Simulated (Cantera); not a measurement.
A closed system holds: 1 mol Fe, a varied amount of CO2, 2.4 mol H2, equilibrated at 1300 K and 1330 Pa.

Cantera equilibrium calculation (NASA polynomials, part measured and part estimated; ideal gas, pure solids and liquids). Candidate condensed phases: C, C6H6, C7H8, C8H18, Fe, Fe(CO)5, FeO, Fe(OH)2, Fe(OH)3, Fe2O3, Fe3O4, H2O; 114 gas species. Mutual solubility and eutectic melting of coexisting phases are not modelled. The tables' stoichiometric FeO is somewhat more stable than real wüstite, so its field is too wide. FeO: taken at fixed stoichiometry. Equilibrium is a limit: real reactors are often held back by kinetics, nucleation or transport.

x: gas mole fraction; n: condensed amount in mol.

```json
[
 {"n(CO2) (mol)": "1.5", "x CO2": "0.0603", "x H2": "0.463", "x CO": "0.324", "x H2O": "0.152", "n Fe(γ)": "0.328", "n FeO(s)": "0.672"},
 {"n(CO2) (mol)": "1.9", "x CO2": "0.0701", "x H2": "0.419", "x CO": "0.372", "x H2O": "0.139", "n Fe(γ)": "0", "n FeO(s)": "1.000"},
 {"n(CO2) (mol)": "2.4", "x CO2": "0.117", "x H2": "0.325", "x CO": "0.383", "x H2O": "0.175", "n Fe(γ)": "0", "n FeO(s)": "1.000"},
 {"n(CO2) (mol)": "3", "x CO2": "0.173", "x H2": "0.247", "x CO": "0.382", "x H2O": "0.197", "n Fe(γ)": "0", "n FeO(s)": "1.000"},
 {"n(CO2) (mol)": "3.7", "x CO2": "?", "x H2": "?", "x CO": "0.371", "x H2O": "0.207", "n Fe(γ)": "0", "n FeO(s)": "1.000"},
 {"n(CO2) (mol)": "4.6", "x CO2": "0.306", "x H2": "0.135", "x CO": "0.351", "x H2O": "0.208", "n Fe(γ)": "0", "n FeO(s)": "1.000"},
 {"n(CO2) (mol)": "5.8", "x CO2": "0.386", "x H2": "0.0937", "x CO": "0.321", "x H2O": "0.199", "n Fe(γ)": "0", "n FeO(s)": "1.000"},
 {"n(CO2) (mol)": "7.3", "x CO2": "0.466", "x H2": "0.0640", "x CO": "0.287", "x H2O": "0.183", "n Fe(γ)": "0", "n FeO(s)": "1.000"},
 {"n(CO2) (mol)": "9.1", "x CO2": "0.539", "x H2": "0.0437", "x CO": "0.252", "x H2O": "0.165", "n Fe(γ)": "0", "n FeO(s)": "1.000"},
 {"n(CO2) (mol)": "11", "x CO2": "0.598", "x H2": "0.0312", "x CO": "0.223", "x H2O": "0.148", "n Fe(γ)": "0", "n FeO(s)": "1.000"},
 {"n(CO2) (mol)": "14", "x CO2": "?", "x H2": "?", "x CO": "?", "x H2O": "?", "n Fe(γ)": "0", "n FeO(s)": "1.000"},
 {"n(CO2) (mol)": "18", "x CO2": "0.728", "x H2": "0.0126", "x CO": "0.154", "x H2O": "0.105", "n Fe(γ)": "0", "n FeO(s)": "1.000"}
]
```

Q: What belongs in the gaps?

A: 
- 3.7, x CO2: 0.235
- 3.7, x H2: 0.186
- 14, x CO2: 0.666
- 14, x H2: 0.0201
- 14, x CO: 0.187
- 14, x H2O: 0.126
